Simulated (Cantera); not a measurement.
What does this Cantera script print?

```python
import numpy as np
import cantera as ct

gas = ct.Solution("gri30.yaml")
gas.TPX = 650, 100000, {'CH4': 1, 'O2': 2.82, 'N2': 10.6}
flame = ct.FreeFlame(gas, width=0.04)
flame.set_refine_criteria(ratio=3, slope=0.08, curve=0.16)
flame.transport_model = "mixture-averaged"
flame.solve(loglevel=0, auto=True)
flame.transport_model = "multicomponent"
flame.soret_enabled = False
flame.solve(loglevel=0, refine_grid=True)
z, T = flame.grid, flame.T
thick = (T[-1] - T[0]) / np.gradient(T, z).max()
show = ['CH4', 'O2', 'C2H', 'OH', 'HO2', 'H2O']
print(f"laminar burning velocity  {flame.velocity[0] * 100:.3f} cm/s")
print(f"burnt temperature         {T[-1]:.1f} K")
print(f"thermal thickness         {thick * 1e3:.4f} mm")
print(f"grid points               {len(z)}")
z0 = z[flame.heat_release_rate.argmax()]
print(f"{'z/mm':>9s}{'T/K':>9s}{'u/(m/s)':>9s}" + "".join(f"{s:>11s}" for s in show))
rows = []
for k in (-3, -2, -1.5, -1, -0.5, -0.25, 0, 0.25, 0.5, 1, 2, 4, 8):
    zz = z0 + k * thick
    rows.append([k * thick, np.interp(zz, z, T), np.interp(zz, z, flame.velocity),
                 *(np.interp(zz, z, flame.X[gas.species_index(s)]) for s in show)])
    print(f"{rows[-1][0] * 1e3:9.3f}{rows[-1][1]:9.1f}{rows[-1][2]:9.3f}" + "".join(f"{x:11.3e}" for x in rows[-1][3:]))
```

Result:

```
laminar burning velocity  110.869 cm/s
burnt temperature         2113.5 K
thermal thickness         0.3860 mm
grid points               140
     z/mm      T/K  u/(m/s)        CH4         O2        C2H         OH        HO2        H2O
   -1.158    650.2    1.110  6.930e-02  1.954e-01  3.395e-18  1.612e-11  1.292e-07  5.030e-05
   -0.772    652.2    1.114  6.911e-02  1.951e-01  4.030e-18  1.499e-09  1.477e-06  4.315e-04
   -0.579    659.2    1.127  6.860e-02  1.944e-01 -4.903e-18  2.453e-08  6.659e-06  1.588e-03
   -0.386    702.1    1.205  6.587e-02  1.908e-01 -6.780e-16  8.144e-07  3.888e-05  7.500e-03
   -0.193    976.1    1.689  4.898e-02  1.677e-01  1.517e-12  3.698e-05  1.271e-04  3.830e-02
   -0.097   1297.3    2.260  2.811e-02  1.366e-01  4.826e-10  3.342e-04  1.897e-04  7.189e-02
    0.000   1627.1    2.849  7.238e-03  9.837e-02  2.230e-08  2.284e-03  1.569e-04  1.063e-01
    0.097   1772.4    3.102  5.962e-04  7.581e-02  1.178e-08  5.668e-03  3.449e-05  1.213e-01
    0.193   1822.6    3.178  2.572e-05  6.788e-02  4.066e-10  7.256e-03  1.492e-05  1.241e-01
    0.386   1885.3    3.270  6.141e-08  6.290e-02  3.214e-13  7.950e-03  1.101e-05  1.252e-01
    0.772   1960.0    3.382  2.017e-12  5.991e-02  5.186e-17  7.679e-03  7.529e-06  1.279e-01
    1.544   2029.6    3.488  2.331e-16  5.818e-02  6.775e-18  6.463e-03  4.484e-06  1.318e-01
    3.088   2078.0    3.560  1.485e-17  5.719e-02  2.874e-19  4.861e-03  2.709e-06  1.347e-01
```

Computed with Cantera and GRI-Mech 3.0 (53 species, 325 reactions). Burning velocities carry a grid error of a few per cent, more on coarse grids.
